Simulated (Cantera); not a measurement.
A Cantera script and its output.

```python
import numpy as np
import cantera as ct

gas = ct.Solution("h2o2.yaml")
gas.TPX = 400, 1000000, {'H2': 1, 'O2': 0.455, 'N2': 1.71}
flame = ct.FreeFlame(gas, width=0.008)
flame.set_refine_criteria(ratio=3, slope=0.08, curve=0.16)
flame.transport_model = "mixture-averaged"
flame.solve(loglevel=0, auto=True)
flame.transport_model = "multicomponent"
flame.soret_enabled = True
flame.solve(loglevel=0, refine_grid=True)
z, T = flame.grid, flame.T
thick = (T[-1] - T[0]) / np.gradient(T, z).max()
show = ['H2', 'O2', 'HO2', 'OH', 'H2O', 'O']
print(f"laminar burning velocity  {flame.velocity[0] * 100:.3f} cm/s")
print(f"burnt temperature         {T[-1]:.1f} K")
print(f"thermal thickness         {thick * 1e3:.4f} mm")
print(f"grid points               {len(z)}")
z0 = z[flame.heat_release_rate.argmax()]
print(f"{'z/mm':>9s}{'T/K':>9s}{'u/(m/s)':>9s}" + "".join(f"{s:>11s}" for s in show))
rows = []
for k in (-3, -2, -1.5, -1, -0.5, -0.25, 0, 0.25, 0.5, 1, 2, 4, 8):
    zz = z0 + k * thick
    rows.append([k * thick, np.interp(zz, z, T), np.interp(zz, z, flame.velocity),
                 *(np.interp(zz, z, flame.X[gas.species_index(s)]) for s in show)])
    print(f"{rows[-1][0] * 1e3:9.3f}{rows[-1][1]:9.1f}{rows[-1][2]:9.3f}" + "".join(f"{x:11.3e}" for x in rows[-1][3:]))
```

Output:

```
laminar burning velocity  278.504 cm/s
burnt temperature         2521.1 K
thermal thickness         0.0229 mm
grid points               113
     z/mm      T/K  u/(m/s)         H2         O2        HO2         OH        H2O          O
   -0.069    400.0    2.784  3.157e-01  1.438e-01  1.527e-09  7.978e-13  8.434e-08  1.244e-10
   -0.046    400.1    2.782  3.149e-01  1.440e-01  1.649e-08  7.030e-12  8.235e-07  1.070e-09
   -0.034    400.4    2.775  3.125e-01  1.445e-01  1.847e-07  7.581e-11  7.731e-06  7.719e-09
   -0.023    404.1    2.759  3.008e-01  1.470e-01  4.112e-06  6.264e-09  1.342e-04  9.051e-08
   -0.011    515.7    3.277  2.392e-01  1.558e-01  5.240e-04  1.918e-05  9.564e-03  6.647e-06
   -0.006    903.8    5.566  1.908e-01  1.397e-01  1.493e-03  8.565e-04  5.469e-02  2.229e-04
    0.000   1402.4    8.554  1.357e-01  9.938e-02  7.137e-04  2.762e-03  1.366e-01  1.731e-03
    0.006   1740.9   10.592  8.737e-02  5.739e-02  3.229e-04  6.416e-03  2.117e-01  3.536e-03
    0.011   1933.1   11.743  6.106e-02  3.241e-02  1.523e-04  1.006e-02  2.544e-01  4.117e-03
    0.023   2122.5   12.839  4.489e-02  1.547e-02  5.632e-05  1.303e-02  2.848e-01  3.658e-03
    0.046   2278.1   13.691  3.839e-02  8.872e-03  2.404e-05  1.223e-02  3.020e-01  2.237e-03
    0.092   2388.2   14.264  3.328e-02  5.311e-03  1.044e-05  9.661e-03  3.149e-01  1.122e-03
    0.183   2457.4   14.610  2.898e-02  2.980e-03  4.319e-06  7.170e-03  3.241e-01  5.407e-04
```

Cantera simulation using the H2/O2 subset of GRI-Mech 3.0, which has no nitrogen chemistry; the numbers are that mechanism's predictions, not measurements. The hydrogen kinetics of GRI-Mech 3.0 are dated; newer H2 mechanisms differ, most at raised pressure. Burning velocities carry a grid error of a few per cent, more on coarse grids.
